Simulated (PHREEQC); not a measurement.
Solution A (0.0018 mol/kgw NaOH and 6.7e-05 mol/kgw CO2) is mixed with solution B (0.0025 mol HF and 0.0011 mol Na2CO3 per kg of water) at 25 °C; shares are by mass of water, 1 kg in all. O2 is buffered at 0.21 atm. CO2 from the air is kept out. Precipitation was switched off in this run.

All values are PHREEQC results (ion-association model, phreeqc.dat), not measurements.

```tsv
share of solution B	pH	CO2 (mol/kgw)	F- (mol/kgw)	HCO3- (mol/kgw)	CO3-2 (mol/kgw)	HF (mol/kgw)
0	11.20	9.36e-11	0	6.88e-6	5.85e-5	0
0.1	11.08	3.98e-10	0.000250	2.22e-5	0.000144	2.98e-12
0.2	10.92	1.25e-9	0.000500	4.86e-5	0.000219	8.60e-12
0.3	10.69	4.45e-9	0.000749	0.000101	0.000268	2.20e-11
0.4	10.32	?	0.000999	0.000221	0.000251	6.85e-11
0.5	9.66	2.19e-7	?	0.000464	0.000115	3.92e-10
0.6	6.90	0.000147	0.00150	0.000539	2.30e-7	2.71e-7
0.7	6.19	0.000458	0.00175	0.000332	2.80e-8	1.60e-6
0.8	5.56	0.000763	0.00199	0.000131	2.60e-9	?
0.9	4.59	0.000979	?	1.77e-5	3.73e-11	7.99e-5
1	4.15	0.00109	0.00226	7.16e-6	5.48e-12	0.000230
```

Question: What belongs in the gaps?

Answer: 
- 0.4, CO2 (mol/kgw): 2.28e-8
- 0.5, F- (mol/kgw): 0.00125
- 0.8, HF (mol/kgw): 7.75e-6
- 0.9, F- (mol/kgw): 0.00217

Species that the database lacks are ignored.
